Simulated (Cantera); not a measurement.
Input: 1 mol SiH₄, 1.2 mol CO₂, 1.3 mol H₂, equilibrated at 1.00 Torr.

These are equilibrium values from Cantera (NASA tables, ideal gas, pure condensed phases), not measurements of a reactor. Candidate condensed phases: C, C₆H₆, C₇H₈, C₈H₁₈, H₂O, Si, SiC, SiO₂; 123 gas species. Mutual solubility and eutectic melting of coexisting phases are not modelled. The tables hold silica as quartz up to 1696 K and as liquid above; real silica turns to tridymite and cristobalite and melts near 1996 K. Kinetics and transport are ignored.

**Question.** Which condensed phases are stable at each of these points (T (K)): 500, 650, 800, 950, 1100, 1250, 1400, 1550, 1700?

**Answer.** 
| T (K) | condensed phases | Si condensed (%) |
|---|---|---|
| 500 | C(graphite) + SiO₂(α-quartz) | 100.0 |
| 650 | C(graphite) + SiO₂(α-quartz) | 100.0 |
| 800 | C(graphite) + SiO₂(α-quartz) | 100.0 |
| 950 | C(graphite) + SiO₂(β-quartz) | 100.0 |
| 1100 | C(graphite) + SiO₂(β-quartz) | 100.0 |
| 1250 | C(graphite) + SiC(s) + SiO₂(β-quartz) | 100.0 |
| 1400 | SiC(s) + SiO₂(β-quartz) | 96.1 |
| 1550 | SiO₂(β-quartz) | 20.0 |
| 1700 | SiO₂(condensed) | 19.5 |

From 500 K to 800 K the condensed part is C(graphite) + SiO₂(α-quartz). From 950 K to 1100 K the condensed part is C(graphite) + SiO₂(β-quartz). At 1250 K the condensed part is C(graphite) + SiC(s) + SiO₂(β-quartz). At 1400 K the condensed part is SiC(s) + SiO₂(β-quartz). At 1550 K the condensed part is SiO₂(β-quartz). At 1700 K the condensed part is SiO₂(condensed).
